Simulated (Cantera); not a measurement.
A Cantera script and what it prints.

```python
import numpy as np
import cantera as ct

gas_names = [...]  # 116 gases of nasa_gas.yaml made of C, H, Mg, O
cond_names = """
    C(gr) C6H6(L) C7H8(L) C8H18(L),n-octa H2O(s) H2O(L) Mg(cr) Mg(L) MgCO3(s) MgO(s) MgO(L) MgO2H2(s)
""".split()


# ... load() reads the species with a 1 bar reference pressure and builds the phases ...
atoms = {
    'MgO': {'Mg': 1, 'O': 1},
    'C': {'C': 1},
    'H2': {'H': 2},
}
top_T = {'C(gr)': 4500}  # K; cautious upper limits of use, not melting points


# ... equilibrate(T, P, feed) seeds the gas with the atoms and calls Mixture.equilibrate('TP', solver="vcs", rtol=1e-11, max_steps=5000) ...
results = []
feed = {'MgO': 1, 'C': 0.034, 'H2': 1.9}  # mol
P = 8.8  # Pa
for T in [1775, 1850, 1925, 2000, 2075, 2150, 2225, 2300, 2375, 2450, 2525, 2600, 2675]:
    mix = equilibrate(T, P, feed)
    results.append((T, P, feed, dict(zip(mix.species_names, mix.species_moles))))
    x = sorted(zip(gas.X, gas.species_names), reverse=True)
    print(f"T = {T:g} K  P = {P:g} Pa  gas = {mix.phase_moles(0):.4g} mol")
    print("   x: " + "  ".join(f"{s} {v:.3e}" for v, s in x if v > 1e-06))
    print("   condensed (mol): " + ("  ".join(f"{mix.phase(i).name} {mix.phase_moles(i):.4g}"
          for i in range(1, mix.n_phases) if mix.phase_moles(i) > 1e-12) or "none"))
```

Result:

```
T = 1775 K  P = 8.8 Pa  gas = 2.112 mol
   x: H2 8.316e-01  Mg 7.023e-02  H2O 5.375e-02  H 2.814e-02  CO 1.582e-02  CO2 2.748e-04  OH 1.132e-04  MgOH 3.957e-05  MgH 7.988e-06  O 2.990e-06  MgO 1.591e-06
   condensed (mol): MgO(s) 0.8516
T = 1850 K  P = 8.8 Pa  gas = 2.257 mol
   x: H2 7.152e-01  Mg 1.183e-01  H2O 1.022e-01  H 4.857e-02  CO 1.455e-02  CO2 5.176e-04  OH 5.127e-04  MgOH 1.157e-04  O 2.654e-05  MgH 1.320e-05  MgO 9.637e-06  O2 1.667e-06  MgO2H2 1.092e-06
   condensed (mol): MgO(s) 0.7327
T = 1925 K  P = 8.8 Pa  gas = 2.495 mol
   x: H2 5.535e-01  Mg 1.856e-01  H2O 1.689e-01  H 7.582e-02  CO 1.272e-02  OH 1.999e-03  CO2 9.018e-04  MgOH 2.925e-04  O 2.043e-04  MgO 5.065e-05  O2 2.712e-05  MgH 1.918e-05  MgO2H2 3.552e-06
   condensed (mol): MgO(s) 0.5359
T = 2000 K  P = 8.8 Pa  gas = 2.853 mol
   x: H2 3.683e-01  Mg 2.638e-01  H2O 2.412e-01  H 1.052e-01  CO 1.043e-02  OH 6.882e-03  CO2 1.490e-03  O 1.437e-03  MgOH 6.320e-04  O2 4.059e-04  MgO 2.347e-04  MgH 2.332e-05  MgO2H2 9.477e-06
   condensed (mol): MgO(s) 0.2448
T = 2075 K  P = 8.8 Pa  gas = 3.221 mol
   x: Mg 3.089e-01  H2O 2.653e-01  H2 2.452e-01  H 1.406e-01  OH 1.737e-02  CO 8.632e-03  O 7.143e-03  O2 3.304e-03  CO2 1.925e-03  MgOH 8.757e-04  MgO 6.698e-04  MgH 2.330e-05  MgO2H2 1.282e-05
   condensed (mol): none
T = 2150 K  P = 8.8 Pa  gas = 3.429 mol
   x: Mg 2.902e-01  H2 2.178e-01  H2O 2.176e-01  H 2.098e-01  OH 2.707e-02  O 1.838e-02  CO 8.295e-03  O2 7.789e-03  CO2 1.621e-03  MgO 8.349e-04  MgOH 6.342e-04  MgH 2.150e-05  MgO2H2 5.988e-06
   condensed (mol): none
T = 2225 K  P = 8.8 Pa  gas = 3.758 mol
   x: H 2.978e-01  Mg 2.648e-01  H2 1.860e-01  H2O 1.527e-01  O 3.930e-02  OH 3.541e-02  O2 1.357e-02  CO 7.846e-03  CO2 1.201e-03  MgO 8.785e-04  MgOH 3.928e-04  MgH 1.885e-05  MgO2H2 2.132e-06
   condensed (mol): none
T = 2300 K  P = 8.8 Pa  gas = 4.209 mol
   x: H 3.961e-01  Mg 2.366e-01  H2 1.474e-01  H2O 8.698e-02  O 6.908e-02  OH 3.767e-02  O2 1.702e-02  CO 7.309e-03  MgO 7.751e-04  CO2 7.693e-04  MgOH 2.022e-04  MgH 1.554e-05
   condensed (mol): none
T = 2375 K  P = 8.8 Pa  gas = 4.705 mol
   x: H 4.869e-01  Mg 2.118e-01  H2 1.049e-01  O 1.012e-01  H2O 3.920e-02  OH 3.240e-02  O2 1.569e-02  CO 6.791e-03  MgO 5.923e-04  CO2 4.350e-04  MgOH 8.773e-05  MgH 1.214e-05
   condensed (mol): none
T = 2450 K  P = 8.8 Pa  gas = 5.128 mol
   x: H 5.548e-01  Mg 1.946e-01  O 1.275e-01  H2 6.711e-02  OH 2.325e-02  H2O 1.439e-02  O2 1.127e-02  CO 6.404e-03  MgO 4.131e-04  CO2 2.267e-04  MgOH 3.374e-05  MgH 9.212e-06
   condensed (mol): none
T = 2525 K  P = 8.8 Pa  gas = 5.413 mol
   x: H 5.978e-01  Mg 1.844e-01  O 1.448e-01  H2 4.002e-02  OH 1.480e-02  O2 6.886e-03  CO 6.167e-03  H2O 4.646e-03  MgO 2.761e-04  CO2 1.142e-04  MgOH 1.227e-05  MgH 6.950e-06
   condensed (mol): none
T = 2600 K  P = 8.8 Pa  gas = 5.582 mol
   x: H 6.227e-01  Mg 1.790e-01  O 1.547e-01  H2 2.316e-02  OH 8.891e-03  CO 6.033e-03  O2 3.887e-03  H2O 1.429e-03  MgO 1.827e-04  CO2 5.755e-05  MgH 5.278e-06  MgOH 4.443e-06
   condensed (mol): none
T = 2675 K  P = 8.8 Pa  gas = 5.676 mol
   x: H 6.366e-01  Mg 1.760e-01  O 1.601e-01  H2 1.337e-02  CO 5.960e-03  OH 5.253e-03  O2 2.140e-03  H2O 4.415e-04  MgO 1.217e-04  CO2 2.954e-05  MgH 4.052e-06  MgOH 1.647e-06
   condensed (mol): none
```

Equilibrium computed with Cantera from the NASA thermochemical tables; the gas is ideal and each condensed phase is pure. The tables' values for MgH are old estimates; treat these amounts as uncertain.
